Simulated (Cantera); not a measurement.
A Cantera script and its output.

```python
import numpy as np
import cantera as ct

gas = ct.Solution("gri30.yaml")
gas.TPX = 1523, 1300000, {'CH4': 1, 'H2': 1.2, 'O2': 3.13, 'N2': 11.8, 'H2O': 0.041}
reactor = ct.IdealGasConstPressureReactor(gas, energy="on", clone=False)
net = ct.ReactorNet([reactor])
net.rtol, net.atol = 1e-08, 1e-16
show = ['CH4', 'H2', 'O2', 'HCN', 'CH2O', 'HO2', 'OH']
times = np.geomspace(4e-06, 0.8, 13)

steps = ct.SolutionArray(gas, extra=["t"])
rows = []
print(f"{'t/s':>10s}{'T/K':>9s}{'P/Pa':>11s}" + "".join(f"{s:>11s}" for s in show))
for t in times:
    while net.time < t:
        t_next = net.step()
        steps.append(gas.state, t=t_next)
    rows.append([np.interp(t, steps.t, y) for y in (steps.T, steps.P, *steps(*show).X.T)])
    print(f"{t:10.3e}{rows[-1][0]:9.1f}{rows[-1][1]:11.4g}" + "".join(f"{x:11.3e}" for x in rows[-1][2:]))
rate = np.gradient(steps.T, steps.t)
print("integrator steps:", len(steps.t))
if steps.T.max() > steps.T[0] + 200:
    print(f"time of steepest temperature rise: {steps.t[rate.argmax()]:.4e} s")
gas.TPX = 1523, 1300000, {'CH4': 1, 'H2': 1.2, 'O2': 3.13, 'N2': 11.8, 'H2O': 0.041}
gas.equilibrate("HP")
print(f"equilibrium (HP): T = {gas.T:.1f} K  " + "  ".join(f"{s} {gas[s].X[0]:.3e}" for s in show))
```

Result:

```
       t/s      T/K       P/Pa        CH4         H2         O2        HCN       CH2O        HO2         OH
 4.000e-06   1524.6    1.3e+06  5.781e-02  6.954e-02  1.819e-01  3.755e-13  6.232e-05  7.200e-05  1.218e-05
 1.106e-05   1884.5    1.3e+06  2.768e-02  5.799e-02  1.402e-01  3.134e-08  2.160e-03  5.157e-04  5.707e-04
 3.059e-05   2883.2    1.3e+06  4.510e-15  7.645e-03  3.570e-02  4.505e-10  5.678e-10  2.249e-05  1.822e-02
 8.459e-05   2878.2    1.3e+06  4.636e-15  7.680e-03  3.418e-02  6.709e-10  5.710e-10  2.157e-05  1.782e-02
 2.339e-04   2869.7    1.3e+06  4.863e-15  7.746e-03  3.168e-02  1.024e-09  5.778e-10  2.006e-05  1.716e-02
 6.469e-04   2864.4    1.3e+06  5.018e-15  7.794e-03  3.014e-02  1.240e-09  5.829e-10  1.913e-05  1.674e-02
 1.789e-03   2864.0    1.3e+06  5.030e-15  7.798e-03  3.002e-02  1.256e-09  5.833e-10  1.906e-05  1.671e-02
 4.947e-03   2864.0    1.3e+06  5.030e-15  7.798e-03  3.002e-02  1.256e-09  5.833e-10  1.906e-05  1.671e-02
 1.368e-02   2864.0    1.3e+06  5.030e-15  7.798e-03  3.002e-02  1.256e-09  5.833e-10  1.906e-05  1.671e-02
 3.783e-02   2864.0    1.3e+06  5.030e-15  7.798e-03  3.002e-02  1.256e-09  5.833e-10  1.906e-05  1.671e-02
 1.046e-01   2864.0    1.3e+06  5.030e-15  7.798e-03  3.002e-02  1.256e-09  5.833e-10  1.906e-05  1.671e-02
 2.893e-01   2864.0    1.3e+06  5.030e-15  7.798e-03  3.002e-02  1.256e-09  5.833e-10  1.906e-05  1.671e-02
 8.000e-01   2864.0    1.3e+06  5.030e-15  7.798e-03  3.002e-02  1.256e-09  5.833e-10  1.906e-05  1.671e-02
integrator steps: 1765
time of steepest temperature rise: 1.1842e-05 s
equilibrium (HP): T = 2864.0 K  CH4 6.535e-15  H2 7.798e-03  O2 3.002e-02  HCN 1.256e-09  CH2O 5.833e-10  HO2 1.906e-05  OH 1.671e-02
```

Model: GRI-Mech 3.0 (53 species, 325 reactions), integrated in Cantera. The pressure lies above the range GRI-Mech 3.0 was tuned for (to about 10 atm).
